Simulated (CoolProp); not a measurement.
A simple Rankine cycle with 1,2-dichloroethane: condensing at 321.15 K, boiler at 0.116 MPa, turbine inlet 365.9 K, turbine efficiency 0.65, pump efficiency 0.6, no recuperator. Each further row changes one setting.

Model: reference Helmholtz-energy equation of state, Thol 2015, in CoolProp.

```
case                             thermal efficiency (%)  net work (kJ/kg)  heat in (kJ/kg)  turbine exit temperature (K)  volume ratio over the turbine
-------------------------------  ----------------------  ----------------  ---------------  ----------------------------  -----------------------------
as stated                                           6.7              25.4              380                         334.3                           3.76
turbine inlet 385.9 K                               6.8              26.9              398                         353.5                           3.76
condensing temperature 313.15 K                     7.9              31.0              390                         327.5                           5.14
boiler pressure 0.0812 MPa                          5.1              19.3              381                         342.4                           2.67
turbine efficiency 0.55                             5.6              21.5              380                         338.8                           3.82
```
